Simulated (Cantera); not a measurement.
A Cantera script and what it prints.

```python
import numpy as np
import cantera as ct

gas_names = """
    B BH BH2 BH3 BN BO BO2 B2 B2O B2O2 B2O3 B3O3H3 H HBO HBO2 HNO HNO2 HNO3 HO2 H2 H2O H2O2 H3B3O6 N NH
    NH2 NH3 NH2OH NO NO2 NO3 N2 N2H2 N2H4 N2O O OH O2 O3
""".split()
cond_names = """
    B(b) B(L) BN(s) B2O3(L) B3O3H3(cr) H2O(s) H2O(L)
""".split()


# ... load() reads the species with a 1 bar reference pressure and builds the phases ...
atoms = {
    'BN': {'B': 1, 'N': 1},
    'H2O': {'H': 2, 'O': 1},
    'H2': {'H': 2},
}
top_T = {'BN(s)': 3200}  # K; cautious upper limits of use, not melting points


# ... equilibrate(T, P, feed) seeds the gas with the atoms and calls Mixture.equilibrate('TP', solver="vcs", rtol=1e-11, max_steps=5000) ...
results = []
feed = {'BN': 1, 'H2O': 0.7, 'H2': 1.7}  # mol
P = 23  # Pa
for T in [1398, 1423, 1448, 1473, 1498, 1523, 1548, 1573, 1598, 1623, 1648, 1673, 1698]:
    mix = equilibrate(T, P, feed)
    results.append((T, P, feed, dict(zip(mix.species_names, mix.species_moles))))
    x = sorted(zip(gas.X, gas.species_names), reverse=True)
    print(f"T = {T:g} K  P = {P:g} Pa  gas = {mix.phase_moles(0):.4g} mol")
    print("   x: " + "  ".join(f"{s} {v:.3e}" for v, s in x if v > 0.001))
    print("   condensed (mol): " + ("  ".join(f"{mix.phase(i).name} {mix.phase_moles(i):.4g}"
          for i in range(1, mix.n_phases) if mix.phase_moles(i) > 1e-12) or "none"))
```

It prints:

```
T = 1398 K  P = 23 Pa  gas = 2.692 mol
   x: H2 8.818e-01  N2 8.741e-02  HBO 1.054e-02  B2O3 9.965e-03  HBO2 8.437e-03  B2O2 1.263e-03
   condensed (mol): BN(s) 0.5294  B2O3(L) 0.1794
T = 1423 K  P = 23 Pa  gas = 2.732 mol
   x: H2 8.646e-01  N2 8.720e-02  B2O3 1.784e-02  HBO 1.611e-02  HBO2 1.069e-02  B2O2 2.788e-03
   condensed (mol): BN(s) 0.5235  B2O3(L) 0.145
T = 1448 K  P = 23 Pa  gas = 2.803 mol
   x: H2 8.371e-01  N2 8.705e-02  B2O3 3.127e-02  HBO 2.409e-02  HBO2 1.334e-02  B2O2 5.980e-03
   condensed (mol): BN(s) 0.512  B2O3(L) 0.0865
T = 1473 K  P = 23 Pa  gas = 2.911 mol
   x: H2 7.990e-01  N2 8.734e-02  B2O3 5.000e-02  HBO 3.440e-02  HBO2 1.563e-02  B2O2 1.189e-02
   condensed (mol): BN(s) 0.4915
T = 1498 K  P = 23 Pa  gas = 2.93 mol
   x: H2 7.914e-01  N2 8.985e-02  B2O3 4.606e-02  HBO 4.114e-02  B2O2 1.602e-02  HBO2 1.302e-02  BO 1.370e-03  H 1.008e-03
   condensed (mol): BN(s) 0.4735
T = 1523 K  P = 23 Pa  gas = 2.952 mol
   x: H2 7.828e-01  N2 9.260e-02  HBO 4.830e-02  B2O3 4.117e-02  B2O2 2.089e-02  HBO2 1.068e-02  BO 2.099e-03  H 1.348e-03
   condensed (mol): BN(s) 0.4534
T = 1548 K  P = 23 Pa  gas = 2.976 mol
   x: H2 7.734e-01  N2 9.551e-02  HBO 5.564e-02  B2O3 3.554e-02  B2O2 2.630e-02  HBO2 8.584e-03  BO 3.129e-03  H 1.786e-03
   condensed (mol): BN(s) 0.4315
T = 1573 K  P = 23 Pa  gas = 3.001 mol
   x: H2 7.636e-01  N2 9.846e-02  HBO 6.283e-02  B2O2 3.191e-02  B2O3 2.949e-02  HBO2 6.745e-03  BO 4.536e-03  H 2.343e-03
   condensed (mol): BN(s) 0.409
T = 1598 K  P = 23 Pa  gas = 3.027 mol
   x: H2 7.538e-01  N2 1.013e-01  HBO 6.953e-02  B2O2 3.727e-02  B2O3 2.345e-02  BO 6.397e-03  HBO2 5.167e-03  H 3.047e-03
   condensed (mol): BN(s) 0.3868
T = 1623 K  P = 23 Pa  gas = 3.053 mol
   x: H2 7.444e-01  N2 1.038e-01  HBO 7.543e-02  B2O2 4.190e-02  B2O3 1.784e-02  BO 8.776e-03  H 3.932e-03  HBO2 3.855e-03
   condensed (mol): BN(s) 0.3664
T = 1648 K  P = 23 Pa  gas = 3.077 mol
   x: H2 7.358e-01  N2 1.058e-01  HBO 8.031e-02  B2O2 4.540e-02  B2O3 1.300e-02  BO 1.173e-02  H 5.037e-03  HBO2 2.803e-03
   condensed (mol): BN(s) 0.3487
T = 1673 K  P = 23 Pa  gas = 3.099 mol
   x: H2 7.281e-01  N2 1.074e-01  HBO 8.406e-02  B2O2 4.759e-02  BO 1.529e-02  B2O3 9.107e-03  H 6.408e-03  HBO2 1.991e-03
   condensed (mol): BN(s) 0.3344
T = 1698 K  P = 23 Pa  gas = 3.119 mol
   x: H2 7.212e-01  N2 1.084e-01  HBO 8.668e-02  B2O2 4.843e-02  BO 1.952e-02  H 8.098e-03  B2O3 6.173e-03  HBO2 1.387e-03
   condensed (mol): BN(s) 0.3236
```

These are equilibrium values from Cantera (NASA tables, ideal gas, pure condensed phases), not measurements of a reactor. Mutual solubility and eutectic melting of coexisting phases are not modelled.
